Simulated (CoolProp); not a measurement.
Vapour-liquid equilibrium of acetone (1) + dimethyl carbonate (2) at 1.43 MPa; x and y are mole fractions of (1).

Model: multi-fluid Helmholtz-energy mixture model, Lemmon 2006 and Zhou 2011; pair parameters Bell 2016, in CoolProp.

```tsv
x	bubble temperature (K)	y at the bubble point	dew temperature at overall composition x (K)	liquid density (mol/L)
0.05	473.6	0.086	474.9	8.816
0.2	465.8	0.304	469.6	9.063
0.35	459.0	0.481	464.1	9.300
0.5	452.9	?	458.2	9.534
0.65	447.2	0.760	?	9.769
0.8	441.7	0.873	445.3	10.00
0.95	436.6	?	437.7	10.23
```

### Question
What belongs in the gaps?

### Answer

- 0.5, y at the bubble point: 0.630
- 0.65, dew temperature at overall composition x (K): 452.0
- 0.95, y at the bubble point: 0.971

No azeotrope shows between x = 0.05 and 0.95.

Pair parameters are fitted to limited data, so mixtures are less certain than the pure fluids.
